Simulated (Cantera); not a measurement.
What does this Cantera script print?

```python
import numpy as np
import cantera as ct

gas_names = [...]  # 109 gases of nasa_gas.yaml made of C, Cl, H, Si
cond_names = """
    C(gr) C6H6(L) C7H8(L) C8H18(L),n-octa Si(cr) Si(L) SiC(b)
""".split()


# ... load() reads the species with a 1 bar reference pressure and builds the phases ...
atoms = {
    'SiCl4': {'Si': 1, 'CL': 4},
    'C2H2': {'C': 2, 'H': 2},
    'H2': {'H': 2},
}
top_T = {'C(gr)': 4500, 'SiC(b)': 3050}  # K; cautious upper limits of use, not melting points


# ... equilibrate(T, P, feed) seeds the gas with the atoms and calls Mixture.equilibrate('TP', solver="vcs", rtol=1e-11, max_steps=5000) ...
results = []
feed = {'SiCl4': 1, 'C2H2': 0.0077, 'H2': 62}  # mol
P = 8900  # Pa
for T in [1048, 1148, 1248, 1348, 1448, 1548, 1648, 1748]:
    mix = equilibrate(T, P, feed)
    results.append((T, P, feed, dict(zip(mix.species_names, mix.species_moles))))

top = {s: max(r[3][s] / sum(r[3][g] for g in gas_names) for r in results) for s in gas_names}
cols = sorted((s for s in top if top[s] > 1e-05), key=lambda s: -top[s])[:9]
seen = [c for c in cond_names if any(r[3].get(c, 0) > 1e-12 for r in results)]
print("log10 of partial pressures in bar; condensed amounts in mol")
print(f"{'T/K':>10s}" + "".join(f"{s[:9]:>10s}" for s in cols + seen))
for T, P, feed, n in results:
    ng = sum(n[g] for g in gas_names)
    print(f"{T:10.4g}" + "".join(f"{np.log10(max(n[s] / ng * P / 1e5, 1e-99)):10.3f}" for s in cols)
          + "".join(f"{n.get(c, 0):10.4g}" for c in seen))
```

Output:

```
log10 of partial pressures in bar; condensed amounts in mol
       T/K        H2       HCL     SiCL2     SiCL4    SiHCL3     SiCL3         H   SiH2CL2        CL    Si(cr)     Si(L)    SiC(b)
      1048    -1.064    -2.824    -4.315    -3.175    -3.404    -4.376    -8.644    -4.578   -10.444    0.1465         0   0.01522
      1148    -1.068    -2.580    -3.750    -3.406    -3.592    -4.099    -7.679    -4.681    -9.245    0.3233         0   0.01525
      1248    -1.072    -2.441    -3.409    -3.861    -3.946    -4.064    -6.867    -4.898    -8.303    0.4542         0   0.01527
      1348    -1.074    -2.391    -3.260    -4.525    -4.454    -4.243    -6.173    -5.220    -7.569    0.4979         0   0.01529
      1448    -1.075    -2.382    -3.201    -5.231    -4.991    -4.498    -5.573    -5.563    -6.969    0.4953         0    0.0153
      1548    -1.075    -2.383    -3.170    -5.881    -5.486    -4.749    -5.049    -5.879    -6.455    0.4805         0   0.01531
      1648    -1.075    -2.387    -3.149    -6.462    -5.927    -4.977    -4.588    -6.161    -6.005    0.4633         0   0.01531
      1748    -1.075    -2.381    -3.164    -6.987    -6.340    -5.201    -4.179    -6.442    -5.597         0    0.4812    0.0153
```

Method: chemical equilibrium by Gibbs-energy minimisation in Cantera with the NASA 1993 tables (ideal gas, pure condensed phases). Mutual solubility and eutectic melting of coexisting phases are not modelled. The tables' values for SiCl3, SiCl are old estimates; treat these amounts as uncertain. Gases not in the tables: Si2H6 and higher silanes.
